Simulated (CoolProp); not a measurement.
Model: reference Helmholtz-energy equation of state, Schmidt 1985, in CoolProp.

Problem. For oxygen, give the phase and the cp (kJ/(kg K)), Joule-Thomson coefficient (K/MPa), conductivity (mW/(m K)) at 244.3 K and 10.9 bar; 244.3 K and 193 bar.

Solution. 
- 244.3 K and 10.9 bar: gas; cp 0.941, Joule-Thomson coefficient 3.83, conductivity 22.6
- 244.3 K and 193 bar: supercritical; cp 1.53, Joule-Thomson coefficient 1.62, conductivity 40.3

Thermal conductivity comes from a separate model (Lemmon 2004).
